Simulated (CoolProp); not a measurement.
A single-stage vapour-compression cycle with carbonyl sulfide: evaporating at 262.15 K (dew point), condensing at 289.15 K (bubble point), superheat 10 K, subcooling 5 K, compressor efficiency 0.6, no pressure losses. Each further row changes one setting.

Values from CoolProp's reference Helmholtz-energy equation of state, Lemmon 2006. It is a short technical equation, of lower accuracy than the large ones.

```json
[
 {"case": "as stated", "cooling COP": "5.23", "pressure ratio": "2.20", "discharge temperature (K)": "346.6", "refrigerating effect (kJ/kg)": "259", "volumetric capacity (kJ/m³)": "3420"},
 {"case": "evaporating temperature 267.15 K", "cooling COP": "6.65", "pressure ratio": "1.88", "discharge temperature (K)": "336.6", "refrigerating effect (kJ/kg)": "261", "volumetric capacity (kJ/m³)": "4010"},
 {"case": "condensing temperature 284.15 K", "cooling COP": "6.54", "pressure ratio": "1.93", "discharge temperature (K)": "333.5", "refrigerating effect (kJ/kg)": "266", "volumetric capacity (kJ/m³)": "3510"},
 {"case": "subcooling 10 K", "cooling COP": "5.36", "pressure ratio": "2.20", "discharge temperature (K)": "346.6", "refrigerating effect (kJ/kg)": "266", "volumetric capacity (kJ/m³)": "3510"},
 {"case": "superheat 20 K", "cooling COP": "5.15", "pressure ratio": "2.20", "discharge temperature (K)": "358.8", "refrigerating effect (kJ/kg)": "267", "volumetric capacity (kJ/m³)": "3370"},
 {"case": "compressor efficiency 0.5", "cooling COP": "4.36", "pressure ratio": "2.20", "discharge temperature (K)": "359.0", "refrigerating effect (kJ/kg)": "259", "volumetric capacity (kJ/m³)": "3420"}
]
```
